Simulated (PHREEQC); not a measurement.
1 kg of water holding 53 mmol/kgw NaCl, 4.4 mmol/kgw CaCl2 and 30 mmol/kgw KCl is evaporated at 90 °C; the solids stay in contact with the brine. No CO2 enters from the air. Solids allowed: Halite, Portlandite, Sylvite. Others were left out.

The series has 28 steps of water left (kg), from 1 to 0.005012.

Equilibrium calculation in PHREEQC: Pitzer model, pitzer.dat.

**Question.** Which solids form, in which order, and at which step of the series does each first stand?

**Answer.** Halite from water left = 0.00903 kg; Sylvite from water left = 0.006093 kg.

At this temperature some constants are extrapolated from 25 °C, and those without enthalpy data are left unchanged.
